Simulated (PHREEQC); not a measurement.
Solution (28 °C): 5.6e-05 mol Ca(HCO3)2 and 0.0033 mol NaHCO3 per kg of water. Closed to the air; pH follows from the charge balance.

The numbers come from PHREEQC with the ion-association model, phreeqc.dat.

Precipitation was switched off in this run.

Question: What pH, ionic strength does the model give?

Answer: pH 8.23; ionic strength 0.00348 mol/kgw.

Question: In which forms is C present?

Answer: HCO3- 98 %, CO2 1.2 %, CO3-2 1.0 % of the C.

Species that the database lacks are ignored.
